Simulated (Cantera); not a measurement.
A perfectly stirred reactor is fed with H₂ : O₂ = 0.24 : 1 (molar parts), equivalence ratio 0.12, at 510 Pa; it is held at 1225 K, and followed from long to short residence time.

Model: the H2/O2 subset of GRI-Mech 3.0, which has no nitrogen chemistry, integrated in Cantera. Radical loss at walls, strong at low pressure, is not modelled. The temperature is held fixed by assumption; the heat of reaction is taken as removed at once.

**Question.** What does this change do: pressure from 510 Pa to 290 Pa?

**Answer.** 
```json
[
 {"quantity": "x(H₂) at τ = 25.0 s", "before": "0.000225", "after": "0.000440"},
 {"quantity": "x(O₂) at τ = 25.0 s", "before": "0.784", "after": "0.782"},
 {"quantity": "x(H₂O₂) at τ = 25.0 s", "before": "7.25e-8", "after": "5.57e-8"},
 {"quantity": "x(O) at τ = 25.0 s", "before": "0.00138", "after": "0.00292"},
 {"quantity": "x(OH) at τ = 25.0 s", "before": "0.00163", "after": "0.00237"},
 {"quantity": "x(H₂) at τ = 0.140 s", "before": "0.00525", "after": "0.00755"},
 {"quantity": "x(O₂) at τ = 0.140 s", "before": "0.745", "after": "0.721"},
 {"quantity": "x(H₂O₂) at τ = 0.140 s", "before": "1.42e-7", "after": "7.14e-8"},
 {"quantity": "x(O) at τ = 0.140 s", "before": "0.0343", "after": "0.0538"},
 {"quantity": "x(OH) at τ = 0.140 s", "before": "0.00787", "after": "0.00942"}
]
```
